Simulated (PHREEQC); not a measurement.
A solution holds 19 mmol/kgw HF, 4 mmol/kgw Na2HPO4 and 2.3 mmol/kgw KCl, at 25 °C. Closed to the air; pH follows from the charge balance.

All values are PHREEQC results (ion-association model, wateq4f.dat), not measurements.

This is a speciation only: nothing precipitates in the calculation.

Order these F species by the share of F that they hold, largest first: F-, HF, NaF, H2F2, HF2-.

HF (62 %), F- (31 %), H2F2 (3.8 %), HF2- (2.8 %), NaF (0.12 %)

The pH is 2.83 and the ionic strength 0.0119 mol/kgw. H3PO4, which wateq4f.dat lacks, is added to it with the constant of phreeqc.dat.
